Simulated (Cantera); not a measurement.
Input: 1 mol Si3N4, 0.45 mol H2O, at 1425 K.

Method: chemical equilibrium by Gibbs-energy minimisation in Cantera with the NASA 1993 tables (ideal gas, pure condensed phases). Candidate condensed phases: H2O, Si, SiO2, Si2N2O, Si3N4; 35 gas species. Mutual solubility and eutectic melting of coexisting phases are not modelled. The numbers say what is thermodynamically allowed, not how fast it happens.

log p: log10 of the partial pressure in bar; n: condensed amount in mol.

```
P (Pa)  log p N2  log p H2  log p SiO  log p H  log p Si  n Si(s)  n Si2N2O(s)  n Si3N4(s)
------  --------  --------  ---------  -------  --------  -------  -----------  ----------
1          -5.12     -5.66      -6.78    -8.00       ___     2.13        0.416           0
5.20       -4.89     -4.41      -6.93    -7.37       ___        0        0.449       0.700
27         -4.17     -3.69      -7.17    -7.01       ___        0        0.450       0.700
140        -3.46     -2.98      -7.41    -6.66       ___        0        0.450       0.700
720        -2.74     -2.27      -7.65    -6.30       ___        0        0.450       0.700
3700       -2.03     -1.56      -7.89    -5.94       ___        0        0.450       0.700
19000      -1.32     -0.85      -8.12    -5.59       ___        0        0.450       0.700
100000     -0.60     -0.12      -8.36    -5.23       ___        0        0.450       0.700
```

### Question
What belongs in the gaps?

### Answer

- 1, log p Si: -8.79
- 5.20, log p Si: -8.87
- 27, log p Si: -9.35
- 140, log p Si: -9.82
- 720, log p Si: -10.30
- 3700, log p Si: -10.77
- 19000, log p Si: -11.24
- 100000, log p Si: -11.72
